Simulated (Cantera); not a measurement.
Input: 1 mol MgO, 0.71 mol C, a varied amount of H₂, held at 2425 K and 0.0960 bar.

Method: chemical equilibrium by Gibbs-energy minimisation in Cantera with the NASA 1993 tables (ideal gas, pure condensed phases). Candidate condensed phases: C, C₆H₆, C₇H₈, C₈H₁₈, H₂O, Mg, MgCO₃, MgO, Mg(OH)₂; 116 gas species. Rates play no part.

Question: What share of the Mg ends up in condensed phases as a function of n(H₂) (mol), at 0.25, 0.32, 0.43, 0.57, 0.75, 0.99, 1.3, 1.7, 2.3, 3?

Answer: 
| n(H₂) (mol) | Mg condensed (%) | as |
|---|---|---|
| 0.25 | 27.0 | MgO(s) |
| 0.32 | 26.5 | MgO(s) |
| 0.43 | 25.7 | MgO(s) |
| 0.57 | 24.7 | MgO(s) |
| 0.75 | 23.2 | MgO(s) |
| 0.99 | 21.1 | MgO(s) |
| 1.3 | 18.0 | MgO(s) |
| 1.7 | 13.7 | MgO(s) |
| 2.3 | 6.6 | MgO(s) |
| 3 | 0.0 | - |
